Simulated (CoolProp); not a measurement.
1-butene along the isotherm 135.75 °C: fugacity coefficient from the reference equation and from simpler models built on Tc = 146.1 °C, pc = 4006 kPa, ω = 0.192; each cubic takes its own stable root.

Computed with CoolProp (reference Helmholtz-energy equation of state, Lemmon 2005). It is a short technical equation, of lower accuracy than the large ones.

```csv
p (kPa),phase,reference
31.7,gas,0.9970
51.2,gas,0.9952
82.7,gas,0.9922
134,gas,0.9874
216,gas,0.9798
349,gas,0.9674
563,gas,0.9475
910,gas,0.9154
1470,gas,0.8640
2370,gas,0.7815
3840,liquid,0.6138
6200,liquid,0.4179
10000,liquid,0.2984
```

### Question
How far does each simpler model (van der Waals, Redlich-Kwong, Soave-Redlich-Kwong, Peng-Robinson) lie from the reference over these 13 states: mean and median of the absolute difference, and the worst?

### Answer
- van der Waals: mean 4.6 %, median 0.9 %, worst +23.2 % at 135.75 °C and 10000 kPa
- Redlich-Kwong: mean 1.5 %, median 0.2 %, worst +7.7 % at 135.75 °C and 10000 kPa
- Soave-Redlich-Kwong: mean 1.1 %, median 0.1 %, worst +6.1 % at 135.75 °C and 10000 kPa
- Peng-Robinson: mean 0.5 %, median 0.4 %, worst -1.5 % at 135.75 °C and 2370 kPa
